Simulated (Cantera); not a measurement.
Feed: 1 mol Si, 0.6 mol Cl2, 0.44 mol H2, 3.1 mol HCl, held at 698.15 K and 1050 Torr.

These are equilibrium values from Cantera (NASA tables, ideal gas, pure condensed phases), not measurements of a reactor. Candidate condensed phases: Si; 19 gas species. Kinetics and transport are ignored.

Base state: H2 0.586, SiCl4 0.318, HCl 0.0959, SiHCl3 0.000385 (mole fractions); condensed: gas only.

Q: What changes in the equilibrium state with this change: temperature from 698.15 K to 898.15 K?

A: 
| species | before | after |
|---|---|---|
| H2 | 0.586 | 0.581 |
| SiCl4 | 0.318 | 0.313 |
| HCl | 0.0959 | 0.101 |
| SiCl3 | 2.79e-8 | 2.26e-5 |
| SiHCl3 | 0.000385 | 0.00504 |
The tables' values for SiCl3 are old estimates; treat these amounts as uncertain.

Q: What changes in the equilibrium state with this change: temperature from 698.15 K to 800 K?

A: 
```csv
species,before,after
H2,0.586,0.584
SiCl4,0.318,0.317
HCl,0.0959,0.0973
SiHCl3,0.000385,0.00172
```
